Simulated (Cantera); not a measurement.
A Cantera script and what it prints.

```python
import numpy as np
import cantera as ct

gas_names = """
    H HO2 H2 H2O H2O2 O OH O2 O3 Zr ZrO ZrO2
""".split()
cond_names = """
    H2O(s) H2O(L) Zr(a) Zr(b) Zr(L) ZrO2(a) ZrO2(b) ZrO2(L)
""".split()


# ... load() reads the species with a 1 bar reference pressure and builds the phases ...
atoms = {
    'Zr': {'Zr': 1},
    'O2': {'O': 2},
    'H2': {'H': 2},
}
top_T = {}  # K; cautious upper limits of use, not melting points


# ... equilibrate(T, P, feed) seeds the gas with the atoms and calls Mixture.equilibrate('TP', solver="vcs", rtol=1e-11, max_steps=5000) ...
results = []
feed = {'Zr': 1, 'O2': 1, 'H2': 34}  # mol
P = 1333.22  # Pa
for T in [1350, 1550, 1750, 1950, 2150, 2350, 2550]:
    mix = equilibrate(T, P, feed)
    results.append((T, P, feed, dict(zip(mix.species_names, mix.species_moles))))
    x = sorted(zip(gas.X, gas.species_names), reverse=True)
    print(f"T = {T:g} K  P = {P:g} Pa  gas = {mix.phase_moles(0):.4g} mol")
    print("   x: " + "  ".join(f"{s} {v:.3e}" for v, s in x if v > 0.001))
    print("   condensed (mol): " + ("  ".join(f"{mix.phase(i).name} {mix.phase_moles(i):.4g}"
          for i in range(1, mix.n_phases) if mix.phase_moles(i) > 1e-12) or "none"))
```

Result:

```
T = 1350 K  P = 1333.22 Pa  gas = 34 mol
   x: H2 1.000e+00
   condensed (mol): Zr(b) 3.952e-09  ZrO2(a) 1
T = 1550 K  P = 1333.22 Pa  gas = 34 mol
   x: H2 9.997e-01
   condensed (mol): Zr(b) 1.14e-07  ZrO2(b) 1
T = 1750 K  P = 1333.22 Pa  gas = 34.03 mol
   x: H2 9.980e-01  H 2.012e-03
   condensed (mol): Zr(b) 1.143e-06  ZrO2(b) 1
T = 1950 K  P = 1333.22 Pa  gas = 34.17 mol
   x: H2 9.901e-01  H 9.879e-03
   condensed (mol): ZrO2(b) 1
T = 2150 K  P = 1333.22 Pa  gas = 34.62 mol
   x: H2 9.641e-01  H 3.586e-02
   condensed (mol): ZrO2(b) 0.9995
T = 2350 K  P = 1333.22 Pa  gas = 35.84 mol
   x: H2 8.975e-01  H 1.023e-01
   condensed (mol): ZrO2(b) 0.996
T = 2550 K  P = 1333.22 Pa  gas = 38.58 mol
   x: H2 7.628e-01  H 2.359e-01
   condensed (mol): ZrO2(b) 0.9738
```

Method: chemical equilibrium by Gibbs-energy minimisation in Cantera with the NASA 1993 tables (ideal gas, pure condensed phases).
